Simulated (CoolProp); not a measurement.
Aqueous calcium chloride as a coolant, 26 % by mass, freezing at -32.0 °C, 1 atm.

The numbers come from the Melinder's fits for secondary coolants in CoolProp.

```json
[
 {"T (°C)": "-12.8", "Prandtl number": "34.6", "viscosity (mPa s)": "6.43", "density (kg/m³)": "1252", "cp (kJ/(kg K))": "2.797"},
 {"T (°C)": "-8.8", "Prandtl number": "30.1", "viscosity (mPa s)": "5.63", "density (kg/m³)": "1251", "cp (kJ/(kg K))": "2.810"},
 {"T (°C)": "-4.8", "Prandtl number": "26.4", "viscosity (mPa s)": "4.97", "density (kg/m³)": "1249", "cp (kJ/(kg K))": "2.822"},
 {"T (°C)": "-0.8", "Prandtl number": "23.3", "viscosity (mPa s)": "4.41", "density (kg/m³)": "1248", "cp (kJ/(kg K))": "2.834"},
 {"T (°C)": "3.1", "Prandtl number": "20.8", "viscosity (mPa s)": "3.96", "density (kg/m³)": "1246", "cp (kJ/(kg K))": "2.846"},
 {"T (°C)": "7.1", "Prandtl number": "18.6", "viscosity (mPa s)": "3.57", "density (kg/m³)": "1245", "cp (kJ/(kg K))": "2.857"},
 {"T (°C)": "11.1", "Prandtl number": "16.8", "viscosity (mPa s)": "3.24", "density (kg/m³)": "1243", "cp (kJ/(kg K))": "2.868"},
 {"T (°C)": "15.1", "Prandtl number": "15.2", "viscosity (mPa s)": "2.95", "density (kg/m³)": "1241", "cp (kJ/(kg K))": "2.879"},
 {"T (°C)": "19.1", "Prandtl number": "13.8", "viscosity (mPa s)": "2.71", "density (kg/m³)": "1240", "cp (kJ/(kg K))": "2.890"},
 {"T (°C)": "23.1", "Prandtl number": "12.6", "viscosity (mPa s)": "2.49", "density (kg/m³)": "1238", "cp (kJ/(kg K))": "2.900"},
 {"T (°C)": "27.1", "Prandtl number": "11.6", "viscosity (mPa s)": "2.30", "density (kg/m³)": "1235", "cp (kJ/(kg K))": "2.910"},
 {"T (°C)": "31.1", "Prandtl number": "10.7", "viscosity (mPa s)": "2.13", "density (kg/m³)": "1233", "cp (kJ/(kg K))": "2.919"}
]
```
